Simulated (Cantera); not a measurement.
Input: 1 mol S, 0.038 mol H2, 0.18 mol N2, equilibrated at 2775 °C and 4.70 bar.

Equilibrium computed with Cantera from the NASA thermochemical tables; the gas is ideal and each condensed phase is pure. Candidate condensed phases: S; 15 gas species. The numbers say what is thermodynamically allowed, not how fast it happens.

Base state: S2 0.586, N2 0.236, S 0.103, SH 0.0369, H2 0.0219, H 0.0125, H2S 0.00332, SN 0.000699 (mole fractions); condensed: gas only.

**Question.** What changes in the equilibrium state with this change: temperature from 2775 °C to 2327 °C?

**Answer.** 
| species | before | after |
|---|---|---|
| S2 | 0.586 | 0.659 |
| N2 | 0.236 | 0.248 |
| H2 | 0.0219 | 0.0287 |
| S | 0.103 | 0.0246 |
| H | 0.0125 | 0.00300 |
| SH | 0.0369 | 0.0273 |
| SN | 0.000699 | 0.000195 |
| H2S | 0.00332 | 0.00852 |

**Question.** What changes in the equilibrium state with this change: N2 from 0.18 to 20 mol?

**Answer.** 
```tsv
species	before	after
N2	0.236	0.965
S	0.103	0.0166
S2	0.586	0.0153
H2	0.0219	0.000471
SH	0.0369	0.000873
H	0.0125	0.00183
H2S	0.00332	1.15e-5
SN	0.000699	0.000228
```
